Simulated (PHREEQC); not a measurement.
Consider water at 20 °C with 0.0097 mol HCl, 0.21 mol ZnSO4 and 0.055 mol Na2SO4 per kg of water. Closed to the air; pH follows from the charge balance.

Model: ion-association model, wateq4f.dat, run in PHREEQC.

```json
[
 {"quantity": "pH", "before": "2.57", "after": "2.50"},
 {"quantity": "ionic strength (mol/kgw)", "before": "0.496", "after": "0.398"},
 {"quantity": "Zn+2 (mol/kgw)", "before": "0.0876", "after": "0.0996"},
 {"quantity": "SO4-2 (mol/kgw)", "before": "0.0839", "after": "0.0607"},
 {"quantity": "ZnSO4 (mol/kgw)", "before": "0.0778", "after": "0.0761"},
 {"quantity": "Zn(SO4)2-2 (mol/kgw)", "before": "0.0442", "after": "0.0338"},
 {"quantity": "SI of Goslarite (ZnSO4:7H2O)", "before": "-1.43", "after": "-1.45"},
 {"quantity": "SI of Zincite(c) (ZnO)", "before": "-7.93", "after": "-7.99"}
]
```

Task: What was changed between the two runs?
(A) diluted 100-fold with water
(B) ZnSO4 replaced by ZnCl2 at the same molality
(C) temperature from 20 to 30 °C
(D) HCl left out
(E) Na2SO4 left out

Result: E, Na2SO4 left out

No solid was allowed to form.
